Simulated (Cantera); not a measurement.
Thermodynamics of carbothermic reduction, feed MgO + C + H₂

A closed system holds: 1 mol MgO, 7.3 mol C, 0.16 mol H₂, at 1902 °C and 13300 Pa.

These are equilibrium values from Cantera (NASA tables, ideal gas, pure condensed phases), not measurements of a reactor. Candidate condensed phases: C, C₆H₆, C₇H₈, C₈H₁₈, H₂O, Mg, MgCO₃, MgO, Mg(OH)₂; 116 gas species. The tables' values for MgH are old estimates; treat these amounts as uncertain. Kinetics and transport are ignored.

* **x(CO)**: 0.462
* **x(Mg)**: 0.462
* **x(H₂)**: 0.0716
* **x(H)**: 0.00358
* **x(MgH)**: 0.000773
* **x(C₂H₂ (acetylene))**: 0.000160
* **x(Mg₂)**: 2.92e-6
* **n(C(graphite))**: 6.30 mol
* **gas amount**: 2.163 mol
* **log10 activity of Mg(l) (absent)**: -2.97
